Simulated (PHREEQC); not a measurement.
**Ultrapure water in contact with air or piping**

A made-up water analysis in mg/L, 25 °C, pH 5.76, pe 2.9: Na 0.0167; K 0.0134; Ca 0.0288; Mg 0.00987; Cl 0.0212; S(6) as SO4 0.0439; Alkalinity as HCO3 0.113; B 1.07e-05; Li 5.07e-05; F 1.92e-05; Fe(2) 0.00368.

Valence states are taken as typed.

Model: ion-association model, phreeqc.dat, run in PHREEQC.

```yaml
ionic_strength: 6.80e-6 mol/kgw
charge_balance_error: 0.9 %
```

```tsv
species	molality	activity	log γ
CO2	1.40e-5	1.40e-5	0.000
HCO3-	3.59e-6	3.58e-6	-0.001
H+	1.74e-6	1.74e-6	-0.001
Na+	7.26e-7	7.24e-7	-0.001
Ca+2	7.18e-7	7.10e-7	-0.005
Cl-	5.98e-7	5.96e-7	-0.001
SO4-2	4.57e-7	4.51e-7	-0.005
Mg+2	4.06e-7	4.01e-7	-0.005
K+	3.43e-7	3.42e-7	-0.001
Fe+2	6.58e-8	6.51e-8	-0.005
Li+	7.31e-9	7.28e-9	-0.001
OH-	5.84e-9	5.82e-9	-0.001
F-	1.01e-9	1.00e-9	-0.001
```

No solid was allowed to form. Complexes and solids missing from the database can't appear. Real BF4- forms and hydrolyses slowly; the run takes it at equilibrium. Fluoro complexes past AlF4- and FeF3 are missing from the database.
